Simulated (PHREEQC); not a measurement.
# Copper plating or etch bath: speciation

Make-up at 25 °C: 120 mmol/kgw CuCl2, 0.37 mmol/kgw HCl and 0.29 mmol/kgw KCl. Closed to the air; pH follows from the charge balance.

Model: ion-association model, phreeqc.dat, run in PHREEQC.

```json
{
  "pH": "3.54",
  "ionic_strength": "0.324 mol/kgw",
  "activity_of_water": "0.994",
  "density": "1.012 g/cm³",
  "total_alkalinity": "-0.370 meq/kg"
}
```

```json
[
 {"species": "Cl-", "molality": "0.222", "activity": "0.151", "log γ": "-0.167"},
 {"species": "Cu+2", "molality": "0.102", "activity": "0.0289", "log γ": "-0.547"},
 {"species": "CuCl+", "molality": "0.0172", "activity": "0.0117", "log γ": "-0.166"},
 {"species": "CuCl2", "molality": "0.000882", "activity": "0.000950", "log γ": "0.032"},
 {"species": "H+", "molality": "0.000374", "activity": "0.000292", "log γ": "-0.108"},
 {"species": "K+", "molality": "0.000290", "activity": "0.000196", "log γ": "-0.171"},
 {"species": "Cu2(OH)2+2", "molality": "1.48e-6", "activity": "4.25e-7", "log γ": "-0.542"},
 {"species": "CuOH+", "molality": "1.44e-6", "activity": "9.85e-7", "log γ": "-0.166"},
 {"species": "CuCl3-", "molality": "7.45e-7", "activity": "5.08e-7", "log γ": "-0.166"}
]
```

This is a speciation only: nothing precipitates in the calculation.
